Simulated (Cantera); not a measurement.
**Fluorocarbon and chlorocarbon gases: CH3Cl + Si + H2**

Feed: 1 mol CH3Cl, 0.029 mol Si, 0.49 mol H2, held at 10.5 Torr.

Cantera equilibrium calculation (NASA polynomials, part measured and part estimated; ideal gas, pure solids and liquids). Candidate condensed phases: C, C6H6, C7H8, C8H18, Si, SiC; 109 gas species. The tables' values for SiCl3, SiCl are old estimates; treat these amounts as uncertain. Equilibrium is a limit: real reactors are often held back by kinetics, nucleation or transport.

From 427 °C to 877 °C the condensed part is C(graphite). From 1027 °C to 1327 °C the condensed part is C(graphite) + SiC(s). From 1477 °C to 2227 °C the condensed part is C(graphite). The main Si-bearing gas is SiCl4 at 427 °C and Si at 2227 °C.

| T (°C) | x H2 | x HCl | x H | x Cl | x CH4 | x SiCl4 | x SiCl2 | n C(graphite) | n SiC(s) |
|---|---|---|---|---|---|---|---|---|---|
| 427 | 0.575 | 0.373 | <1e-12 | <1e-12 | 0.0394 | 0.0122 | <1e-12 | 0.907 | 0 |
| 577 | 0.624 | 0.360 | 1.37e-10 | 7.93e-11 | 0.00340 | 0.0118 | 2.53e-9 | 0.992 | 0 |
| 727 | 0.628 | 0.360 | 1.52e-8 | 8.10e-9 | 0.000527 | 0.0116 | 1.47e-6 | 0.999 | 0 |
| 877 | 0.628 | 0.360 | 5.00e-7 | 2.52e-7 | 0.000129 | 0.0109 | 0.000146 | 1.000 | 0 |
| 1027 | 0.614 | 0.378 | 7.33e-6 | 3.81e-6 | 4.15e-5 | 0.00437 | 0.00184 | 0.990 | 0.00992 |
| 1177 | 0.606 | 0.387 | 6.22e-5 | 3.24e-5 | 1.70e-5 | 0.000693 | 0.00454 | 0.987 | 0.0134 |
| 1327 | 0.608 | 0.382 | 0.000358 | 0.000178 | 8.46e-6 | 0.000133 | 0.00867 | 0.995 | 0.00530 |
| 1477 | 0.609 | 0.377 | 0.00153 | 0.000732 | 4.75e-6 | 2.60e-5 | 0.0112 | 1.000 | 0 |
| 1627 | 0.606 | 0.374 | 0.00522 | 0.00243 | 2.89e-6 | 5.49e-6 | 0.0113 | 0.999 | 0 |
| 1777 | 0.599 | 0.368 | 0.0148 | 0.00675 | 1.87e-6 | 1.40e-6 | 0.0111 | 0.997 | 0 |
| 1927 | 0.581 | 0.354 | 0.0363 | 0.0161 | 1.24e-6 | 3.91e-7 | 0.0101 | 0.992 | 0 |
| 2077 | 0.546 | 0.329 | 0.0779 | 0.0336 | 8.12e-7 | 9.77e-8 | 0.00732 | 0.982 | 0 |
| 2227 | 0.487 | 0.287 | 0.148 | 0.0618 | 4.98e-7 | 1.64e-8 | 0.00339 | 0.962 | 0 |
x: gas mole fraction; n: condensed amount in mol.
